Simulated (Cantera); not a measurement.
What does this Cantera script print?

```python
import numpy as np
import cantera as ct

gas = ct.Solution("gri30.yaml")


def delay(T, t_max=10):
    gas.TPX = T, 980000, {'CO': 1, 'H2': 0.044, 'CH4': 1.3, 'O2': 7.1, 'N2': 26.7, 'H2O': 3.7}
    reactor = ct.IdealGasConstPressureReactor(gas, clone=False)
    net = ct.ReactorNet([reactor])
    net.rtol, net.atol = 1e-8, 1e-16
    while net.time < t_max:
        t_old, T_old = net.time, reactor.T
        net.step()
        if reactor.T > T + 400:  # ignition: a rise of 400 K
            return t_old + (T + 400 - T_old) / (reactor.T - T_old) * (net.time - t_old)
    return np.nan


taus = []
for T in [1075, 1175, 1275, 1375, 1475, 1575, 1675, 1775]:
    taus.append(delay(T))
    print(f"T0 = {T:6g} K   tau = {taus[-1]:.4e} s")
```

It prints:

```
T0 =   1075 K   tau = 2.0761e-02 s
T0 =   1175 K   tau = 4.6029e-03 s
T0 =   1275 K   tau = 1.2964e-03 s
T0 =   1375 K   tau = 4.3630e-04 s
T0 =   1475 K   tau = 1.6637e-04 s
T0 =   1575 K   tau = 7.0001e-05 s
T0 =   1675 K   tau = 3.2264e-05 s
T0 =   1775 K   tau = 1.6348e-05 s
```

Cantera simulation using GRI-Mech 3.0 (53 species, 325 reactions); the numbers are that mechanism's predictions, not measurements.
